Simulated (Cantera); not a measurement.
**CuO + F2 + H2 (oxide etching and cleaning by halides)**

A closed system holds: 1 mol CuO, 0.93 mol F2, 4.3 mol H2, held at 133 Pa.

Cantera equilibrium calculation (NASA polynomials, part measured and part estimated; ideal gas, pure solids and liquids). Candidate condensed phases: Cu, CuF2, CuO, Cu(OH)2, Cu2O, H2O; 27 gas species. Equilibrium is a limit: real reactors are often held back by kinetics, nucleation or transport.

From 702 °C to 1077 °C the condensed part is Cu(s). From 1152 °C to 1377 °C the condensed part is Cu(l). From 1452 °C to 1527 °C nothing is condensed.

```csv
T (°C),x H2,x HF,x H2O,x Cu,n Cu(s),n Cu(l)
702,0.453,0.356,0.191,4.18e-9,1.00,0
777,0.453,0.356,0.191,7.89e-8,1.000,0
852,0.453,0.356,0.191,1.00e-6,1.000,0
927,0.453,0.356,0.191,9.21e-6,1.000,0
1002,0.453,0.356,0.191,6.49e-5,1.000,0
1077,0.453,0.355,0.191,0.000367,0.998,0
1152,0.452,0.355,0.191,0.00163,0,0.991
1227,0.450,0.353,0.190,0.00617,0,0.967
1302,0.443,0.348,0.187,0.0205,0,0.888
1377,0.425,0.332,0.179,0.0609,0,0.654
1452,0.380,0.296,0.160,0.158,0,0
1527,0.377,0.296,0.160,0.158,0,0
```
x: gas mole fraction; n: condensed amount in mol.
